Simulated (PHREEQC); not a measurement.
1 kg of water holding 0.066 mol/kgw K2SO4, 0.0092 mol/kgw MgSO4 and 0.0038 mol/kgw NaCl is evaporated at 20 °C; the solids stay in contact with the brine. The system is closed to CO2. Solids allowed: Arcanite, Bischofite, Bloedite, Brucite, Carnallite, Epsomite, Glaserite, Halite, Hexahydrite, Kainite, Kieserite, Leonite, Mirabilite, Misenite, Schoenite, Sylvite, Thenardite, MgCl2_4H2O. Others were left out.

The series has 28 steps of water left (kg), from 1 to 0.004739.

All values are PHREEQC results (Pitzer model, pitzer.dat), not measurements.

**Question.** Which solids form, in which order, and at which step of the series does each first stand?

**Answer.** Arcanite from water left = 0.09502 kg; Schoenite from water left = 0.006043 kg.

Species that the database lacks are ignored.
